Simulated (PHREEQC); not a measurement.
A made-up water analysis in mmol/kgw, 25 °C, pH 3.28, pe 9.7:

```csv
constituent,mmol/kgw
Na,2.7
K,0.425
Ca,0.546
Mg,2.69
Cl,1.69
S(6),4.61
O(0) (counted as O atoms),0.202
Zn,0.00989
B,0.0124
Fe(3),0.0239
```

Cl is adjusted to close the charge balance.
Valence states are taken as typed.

All values are PHREEQC results (ion-association model, phreeqc.dat), not measurements.

Each row changes one thing in this solution. Precipitation was switched off in this run.

```
case                                             ionic strength (mol/kgw)  SO4-2 (mol/kgw)  Mg+2 (mol/kgw)  MgSO4 (mol/kgw)  Ca+2 (mol/kgw)  HSO4- (mol/kgw)  SI of Jarosite-K (KFe3(SO4)2(OH)6)  SI of Fe(OH)3(a) (Fe(OH)3)
-----------------------------------------------  ------------------------  ---------------  --------------  ---------------  --------------  ---------------  ----------------------------------  --------------------------
as made                                                            0.0147          0.00365         0.00202         0.000673        0.000436         0.000130                               +0.96                       -1.45
all concentrations times 4 at the same typed pH                    0.0495           0.0126         0.00652          0.00428         0.00146         0.000362                               +3.17                       -1.18
Mg from 2.69 to 8.07 mmol/kgw                                      0.0282          0.00301         0.00668          0.00139        0.000472          9.68e-5                               +0.72                       -1.43
Zn from 0.00989 to 0.0198 mmol/kgw                                 0.0148          0.00364         0.00202         0.000672        0.000436         0.000130                               +0.95                       -1.45
```

Some of these states are supersaturated (in Jarosite-K, Hematite (slow to form), for instance).
